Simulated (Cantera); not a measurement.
**Adiabatic ignition**

An adiabatic, constant-pressure homogeneous reactor starts with 22.6 % CO, 8.57 % H2, 11.1 % O2, 41.7 % N2, 16.0 % H2O, equivalence ratio 1.4, at 1000 K and 1280 Torr.

Model: GRI-Mech 3.0 (53 species, 325 reactions), integrated in Cantera.

```json
[
 {"t (s)": "1.00e-6", "T (K)": "1000", "x CO": "0.226", "x H2": "0.0857", "x O2": "0.111", "x HO2": "1.71e-11", "x O": "3.88e-11", "x N2O": "<1e-12", "x NO2": "<1e-12"},
 {"t (s)": "2.55e-6", "T (K)": "1000", "x CO": "0.226", "x H2": "0.0857", "x O2": "0.111", "x HO2": "7.54e-11", "x O": "7.99e-11", "x N2O": "<1e-12", "x NO2": "<1e-12"},
 {"t (s)": "6.52e-6", "T (K)": "1000", "x CO": "0.226", "x H2": "0.0857", "x O2": "0.111", "x HO2": "4.05e-10", "x O": "1.36e-10", "x N2O": "<1e-12", "x NO2": "<1e-12"},
 {"t (s)": "1.66e-5", "T (K)": "1000", "x CO": "0.226", "x H2": "0.0857", "x O2": "0.111", "x HO2": "1.80e-9", "x O": "1.78e-10", "x N2O": "<1e-12", "x NO2": "<1e-12"},
 {"t (s)": "4.25e-5", "T (K)": "1000", "x CO": "0.226", "x H2": "0.0857", "x O2": "0.111", "x HO2": "6.01e-9", "x O": "1.96e-10", "x N2O": "<1e-12", "x NO2": "<1e-12"},
 {"t (s)": "0.000108", "T (K)": "1000", "x CO": "0.226", "x H2": "0.0857", "x O2": "0.111", "x HO2": "1.80e-8", "x O": "2.33e-10", "x N2O": "<1e-12", "x NO2": "<1e-12"},
 {"t (s)": "0.000277", "T (K)": "1000", "x CO": "0.226", "x H2": "0.0857", "x O2": "0.111", "x HO2": "5.84e-8", "x O": "3.57e-10", "x N2O": "<1e-12", "x NO2": "<1e-12"},
 {"t (s)": "0.000707", "T (K)": "1000", "x CO": "0.226", "x H2": "0.0857", "x O2": "0.111", "x HO2": "2.70e-7", "x O": "1.01e-9", "x N2O": "<1e-12", "x NO2": "<1e-12"},
 {"t (s)": "0.00181", "T (K)": "1000", "x CO": "0.226", "x H2": "0.0857", "x O2": "0.111", "x HO2": "3.84e-6", "x O": "1.21e-8", "x N2O": "1.79e-12", "x NO2": "<1e-12"},
 {"t (s)": "0.00461", "T (K)": "1010", "x CO": "0.225", "x H2": "0.0851", "x O2": "0.111", "x HO2": "5.72e-5", "x O": "2.73e-7", "x N2O": "1.15e-10", "x NO2": "<1e-12"},
 {"t (s)": "0.0118", "T (K)": "2485", "x CO": "0.0862", "x H2": "0.0211", "x O2": "0.00254", "x HO2": "9.02e-7", "x O": "0.000523", "x N2O": "9.11e-8", "x NO2": "7.79e-8"},
 {"t (s)": "0.0300", "T (K)": "2480", "x CO": "0.0866", "x H2": "0.0213", "x O2": "0.00238", "x HO2": "8.50e-7", "x O": "0.000495", "x N2O": "9.84e-8", "x NO2": "2.05e-7"},
 {"t (s)": "0.0767", "T (K)": "2480", "x CO": "0.0867", "x H2": "0.0213", "x O2": "0.00236", "x HO2": "8.41e-7", "x O": "0.000491", "x N2O": "1.01e-7", "x NO2": "2.27e-7"},
 {"t (s)": "0.196", "T (K)": "2480", "x CO": "0.0867", "x H2": "0.0213", "x O2": "0.00236", "x HO2": "8.41e-7", "x O": "0.000490", "x N2O": "1.01e-7", "x NO2": "2.27e-7"},
 {"t (s)": "0.500", "T (K)": "2480", "x CO": "0.0867", "x H2": "0.0213", "x O2": "0.00236", "x HO2": "8.41e-7", "x O": "0.000490", "x N2O": "1.01e-7", "x NO2": "2.27e-7"}
]
```
x: mole fraction; the columns are a selection and need not sum to one.

```
Property                                                             Value
---------------------------------  ---------------------------------------
time of steepest temperature rise                                  7.05 ms
temperature at 0.500 s                                              2480 K
equilibrium temperature                                             2480 K
x(CO) at 0.500 s                     0.0867 (gas-phase equilibrium 0.0867)
x(H2) at 0.500 s                     0.0213 (gas-phase equilibrium 0.0213)
x(O2) at 0.500 s                   0.00236 (gas-phase equilibrium 0.00236)
```
